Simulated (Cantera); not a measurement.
Cantera run:

```python
import numpy as np
import cantera as ct

gas_names = """
    H HO2 H2 H2O H2O2 O OH O2 O3 Zr ZrO ZrO2
""".split()
cond_names = """
    H2O(s) H2O(L) Zr(a) Zr(b) Zr(L) ZrO2(a) ZrO2(b) ZrO2(L)
""".split()


def load(file, names, dense=False):
    # The tables refer to 1 bar. Condensed volumes are neglected.
    table = {s.name: s for s in ct.Species.list_from_file(file)}
    out = []
    for n in names:
        d = dict(table[n].input_data)
        d["thermo"] = dict(d["thermo"], **{"reference-pressure": 1e5})
        if dense:
            d["equation-of-state"] = {"model": "constant-volume", "density": "1e6 g/cm^3"}
        out.append(ct.Species.from_dict(d))
    return out


gas = ct.Solution(thermo="ideal-gas", species=load("nasa_gas.yaml", gas_names))
cond = {s.name: ct.Solution(thermo="fixed-stoichiometry", species=[s], name=s.name)
        for s in load("nasa_condensed.yaml", cond_names, dense=True)}
atoms = {
    'ZrO2': {'Zr': 1, 'O': 2},
    'H2': {'H': 2},
}
top_T = {}  # K; cautious upper limits of use, not melting points


def equilibrate(T, P, feed):
    n = {}
    for name, mol in feed.items():
        for a, k in atoms[name].items():
            n[a] = n.get(a, 0.0) + k * mol
    gas.TPX = T, P, n
    mass = sum(n.values()) * gas.mean_molecular_weight
    gas.equilibrate("TP")
    valid = [c for c in cond.values() if c.min_temp <= T <= top_T.get(c.name, c.max_temp)]
    mix = ct.Mixture([(gas, mass / gas.mean_molecular_weight)] + [(c, 0.0) for c in valid])
    mix.T, mix.P = T, P
    mix.equilibrate("TP", solver="vcs", rtol=1e-11, max_steps=5000)
    return mix


results = []
feed = {'ZrO2': 1, 'H2': 1400}  # mol
T = 1925  # K
P = 21  # Pa
mix = equilibrate(T, P, feed)
results.append((T, P, feed, dict(zip(mix.species_names, mix.species_moles))))
x = sorted(zip(gas.X, gas.species_names), reverse=True)
print(f"T = {T:g} K  P = {P:g} Pa  gas = {mix.phase_moles(0):.4g} mol")
print("   x: " + "  ".join(f"{s} {v:.3e}" for v, s in x if v > 1e-06))
print("   condensed (mol): " + ("  ".join(f"{mix.phase(i).name} {mix.phase_moles(i):.4g}"
      for i in range(1, mix.n_phases) if mix.phase_moles(i) > 1e-12) or "none"))
```

Output:

```
T = 1925 K  P = 21 Pa  gas = 1446 mol
   x: H2 9.362e-01  H 6.383e-02  H2O 5.464e-06  ZrO 5.448e-06
   condensed (mol): ZrO2(b) 0.992
```

These are equilibrium values from Cantera (NASA tables, ideal gas, pure condensed phases), not measurements of a reactor.
